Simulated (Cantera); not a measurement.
Feed: 1 mol SiCl4, 4.1 mol HCl, 2.7 mol H2, at 1200 °C and 1.00 bar.

Equilibrium computed with Cantera from the NASA thermochemical tables; the gas is ideal and each condensed phase is pure. Candidate condensed phases: Si; 19 gas species. The tables' values for SiCl3 are old estimates; treat these amounts as uncertain. Rates play no part.

Task: What is the equilibrium state?

Result: x(HCl): 0.546
x(H2): 0.327
x(SiCl4): 0.106
x(SiCl3): 0.0110
x(SiHCl3): 0.00599
x(SiCl2): 0.00387
x(SiH2Cl2): 5.30e-5
x(Cl): 9.79e-6
x(H): 7.25e-6
gas amount: 7.874 mol
log10 activity of Si(s) (absent): -2.87
